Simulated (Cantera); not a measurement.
## Thermodynamics of silicon nitride deposition, feed SiH₂Cl₂ + N₂

Charge: 1 mol SiH₂Cl₂, 3.5 mol N₂, held at 1925 K and 1000 Pa.

Equilibrium computed with Cantera from the NASA thermochemical tables; the gas is ideal and each condensed phase is pure. Candidate condensed phases: NH₄Cl, Si, Si₃N₄; 28 gas species. The tables' values for SiCl, SiCl₃, SiN are old estimates; treat these amounts as uncertain. Equilibrium is a limit: real reactors are often held back by kinetics, nucleation or transport.

```yaml
x(N₂): 0.633
x(H₂): 0.137
x(SiCl₂): 0.136
x(HCl): 0.0842
x(H): 0.00354
x(Si): 0.00174
x(SiCl): 0.00171
x(Cl): 0.00164
x(SiCl₃): 0.000934
n(Si(l)): 0.224 mol
gas_amount: 5.527 mol
```
